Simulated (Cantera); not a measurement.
An isothermal, constant-pressure homogeneous reactor starts with 1.87 % H₂, 8.92 % O₂, 89.2 % N₂, at 850 K and 100.0 Torr.

Detailed kinetics in Cantera: the H2/O2 subset of GRI-Mech 3.0, which has no nitrogen chemistry. Radical loss at walls, strong at low pressure, is not modelled. Below about 950 K walls govern HO2 and H2O2 in real vessels.

x: mole fraction; the columns are a selection and need not sum to one.

| t (s) | x H₂ | x O₂ | x OH | x H | x HO₂ | x O | x H₂O₂ |
|---|---|---|---|---|---|---|---|
| 0.000100 | 0.0187 | 0.0892 | <1e-12 | <1e-12 | <1e-12 | <1e-12 | <1e-12 |
| 0.000236 | 0.0187 | 0.0892 | <1e-12 | <1e-12 | <1e-12 | <1e-12 | <1e-12 |
| 0.000557 | 0.0187 | 0.0892 | <1e-12 | <1e-12 | 1.03e-12 | <1e-12 | <1e-12 |
| 0.00132 | 0.0187 | 0.0892 | <1e-12 | 1.86e-12 | 3.67e-12 | <1e-12 | <1e-12 |
| 0.00311 | 0.0187 | 0.0892 | 1.64e-12 | 1.30e-11 | 2.62e-11 | 6.99e-12 | <1e-12 |
| 0.00734 | 0.0187 | 0.0892 | 9.76e-11 | 7.67e-10 | 1.53e-9 | 4.19e-10 | <1e-12 |
| 0.0173 | 0.0187 | 0.0892 | 2.84e-6 | (withheld) | 9.35e-6 | 7.03e-6 | 1.09e-7 |
| 0.0409 | 0.00269 | 0.0818 | 2.20e-5 | (withheld) | 7.95e-6 | 3.83e-5 | 5.08e-7 |
| 0.0965 | 0.00115 | 0.0811 | 5.11e-6 | (withheld) | 5.28e-6 | 8.83e-6 | 9.40e-7 |
| 0.228 | 0.000648 | 0.0809 | 1.61e-6 | (withheld) | 3.64e-6 | 2.69e-6 | 1.47e-6 |
| 0.538 | 0.000413 | 0.0808 | 5.52e-7 | (withheld) | 2.58e-6 | 8.80e-7 | 2.12e-6 |
| 1.27 | 0.000278 | 0.0807 | 2.34e-7 | (withheld) | 1.84e-6 | 3.48e-7 | 2.68e-6 |
| 3.00 | 0.000174 | 0.0807 | 1.38e-7 | (withheld) | 1.28e-6 | 1.78e-7 | 2.43e-6 |

Q: Fill in the missing entries.

A: 
- 0.0173, x H: 1.45e-5
- 0.0409, x H: 2.36e-5
- 0.0965, x H: 2.33e-6
- 0.228, x H: 4.14e-7
- 0.538, x H: 9.06e-8
- 1.27, x H: 2.60e-8
- 3.00, x H: 9.56e-9
